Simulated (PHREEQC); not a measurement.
Make-up at 20 °C: 0.091 mol NaOH and 0.00026 mol NaAlO2 per kg of water. Closed to the air; pH follows from the charge balance.

The numbers come from PHREEQC with the ion-association model, phreeqc.dat.

The pH comes out as 13.01, the ionic strength comes out as 0.0913 mol/kgw and the specific conductance is 16800 µS/cm. The density is 1.002 g/cm³ and the total alkalinity is 92.0 meq/kg.

| species | molality | activity | log γ |
|---|---|---|---|
| Na+ | 0.0913 | 0.0723 | -0.101 |
| OH- | 0.0910 | 0.0701 | -0.113 |
| Al(OH)4- | 0.000260 | 0.000204 | -0.106 |

No solid was allowed to form.
